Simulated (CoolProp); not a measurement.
The numbers come from the reference Helmholtz-energy equation of state, McLinden 2020 in CoolProp.

Task: For R1336mzz(Z), give the phase and the cp (kJ/(kg K)), fugacity coefficient at 298 K and 0.111 MPa; 298 K and 5.99 MPa; 298 K and 14.5 MPa.

Result: 
- 298 K and 0.111 MPa: liquid; cp 1.22, fugacity coefficient 0.634
- 298 K and 5.99 MPa: liquid; cp 1.21, fugacity coefficient 0.0156
- 298 K and 14.5 MPa: liquid; cp 1.19, fugacity coefficient 0.00964
